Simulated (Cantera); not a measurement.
Mixture: 19.8 % CO, 7.70 % H2, 15.3 % O2, 57.3 % N2, equivalence ratio 0.90, at 1.40 bar, adiabatic and at constant pressure. Ignition delay is the time to a rise of 400 K.

Computed with Cantera and GRI-Mech 3.0 (53 species, 325 reactions). Where the delays flatten at high temperature, the 400 K rule measures the pace of heat release, not the induction time.

Q: Predict: delay at 1250 K; delay at 1300 K; delay at 1350 K; delay at 1400 K; delay at 1450 K; delay at 1500 K; delay at 1550 K.

A: 
```json
{
  "delay at 1250 K": "43.8 µs",
  "delay at 1300 K": "37.0 µs",
  "delay at 1350 K": "32.3 µs",
  "delay at 1400 K": "29.1 µs",
  "delay at 1450 K": "26.8 µs",
  "delay at 1500 K": "25.3 µs",
  "delay at 1550 K": "24.3 µs"
}
```
